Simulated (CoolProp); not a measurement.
Vapour-liquid equilibrium of n-hexane (1) + n-decane (2) at 296 kPa; x and y are mole fractions of (1).

The numbers come from the multi-fluid Helmholtz-energy mixture model, Thol 2019 and Lemmon 2006; pair parameters Kunz 2012 in CoolProp.

```json
[
 {"x": "0.05", "bubble temperature, mixture model (°C)": "209.7", "bubble temperature, Raoult's law (°C)": "204.9", "y, mixture model": "0.232", "y, Raoult's law": "0.330"},
 {"x": "0.125", "bubble temperature, mixture model (°C)": "193.2", "bubble temperature, Raoult's law (°C)": "185.5", "y, mixture model": "0.490", "y, Raoult's law": "0.603"},
 {"x": "0.2", "bubble temperature, mixture model (°C)": "178.8", "bubble temperature, Raoult's law (°C)": "170.8", "y, mixture model": "0.660", "y, Raoult's law": "0.749"},
 {"x": "0.275", "bubble temperature, mixture model (°C)": "166.5", "bubble temperature, Raoult's law (°C)": "159.1", "y, mixture model": "0.770", "y, Raoult's law": "0.833"},
 {"x": "0.35", "bubble temperature, mixture model (°C)": "156.0", "bubble temperature, Raoult's law (°C)": "149.7", "y, mixture model": "0.843", "y, Raoult's law": "0.886"},
 {"x": "0.425", "bubble temperature, mixture model (°C)": "147.0", "bubble temperature, Raoult's law (°C)": "141.9", "y, mixture model": "0.891", "y, Raoult's law": "0.920"},
 {"x": "0.5", "bubble temperature, mixture model (°C)": "139.3", "bubble temperature, Raoult's law (°C)": "135.2", "y, mixture model": "0.924", "y, Raoult's law": "0.943"},
 {"x": "0.575", "bubble temperature, mixture model (°C)": "132.7", "bubble temperature, Raoult's law (°C)": "129.5", "y, mixture model": "0.947", "y, Raoult's law": "0.960"},
 {"x": "0.65", "bubble temperature, mixture model (°C)": "126.9", "bubble temperature, Raoult's law (°C)": "124.5", "y, mixture model": "0.964", "y, Raoult's law": "0.972"},
 {"x": "0.725", "bubble temperature, mixture model (°C)": "121.8", "bubble temperature, Raoult's law (°C)": "120.1", "y, mixture model": "0.976", "y, Raoult's law": "0.981"},
 {"x": "0.8", "bubble temperature, mixture model (°C)": "117.2", "bubble temperature, Raoult's law (°C)": "116.1", "y, mixture model": "0.985", "y, Raoult's law": "0.988"},
 {"x": "0.875", "bubble temperature, mixture model (°C)": "113.2", "bubble temperature, Raoult's law (°C)": "112.6", "y, mixture model": "0.992", "y, Raoult's law": "0.993"},
 {"x": "0.95", "bubble temperature, mixture model (°C)": "109.6", "bubble temperature, Raoult's law (°C)": "109.3", "y, mixture model": "0.997", "y, Raoult's law": "0.998"}
]
```

The largest gap from Raoult's law is +8.0 K in bubble temperature, at x = 0.2. No azeotrope shows between x = 0.05 and 0.95.

The pair parameters rest on a limited set of measurements; away from them the model extrapolates.
